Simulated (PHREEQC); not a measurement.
A column of 1 m (40 cells, dispersivity 0.035 m, 300 s a shift, diffusion coefficient 3e-10 m²/s) holds 0.23 eq of the database's cation exchanger X per kg of pore water, first in equilibrium with 0.00058 mol MgSO4, 0.0032 mol LiCl and 1e-05 mol HCl per kg of water. It is flushed with 0.5 mmol/kgw CaCl2, 90 mmol/kgw Na2SO4, 42 mmol/kgw MnCl2 and 0.01 mmol/kgw HCl, at 15 °C. Values are for the last cell. CO2 from the air is kept out. Precipitation was switched off in this run.

The series has 33 steps of pore volumes, from 0 to 4.013.

Equilibrium calculation in PHREEQC: ion-association model, phreeqc.dat.

Question: After how many pore volumes does Na at the outlet first reach half of its feed value?

Answer: By 1.5 pore volumes.

Question: After how many pore volumes does Mn at the outlet first reach half of its feed value?

Answer: By 2.5 pore volumes.

Question: After how many pore volumes does Ca at the outlet first reach half of its feed value?

Answer: By 3.5 pore volumes.
